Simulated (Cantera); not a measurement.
Charge: 1 mol Cu, 2.1 mol F₂, 1.1 mol N₂, at 1275 °C.

Equilibrium computed with Cantera from the NASA thermochemical tables; the gas is ideal and each condensed phase is pure. Candidate condensed phases: Cu, CuF₂; 11 gas species. Equilibrium is a limit: real reactors are often held back by kinetics, nucleation or transport.

Problem. At 37.0 mbar, list the 5 most abundant gas species with their mole fractions, and the condensed phases.

Solution. F 0.510, N₂ 0.256, CuF₂ 0.233, F₂ 0.000856, CuF 0.000157. Condensed: gas only.
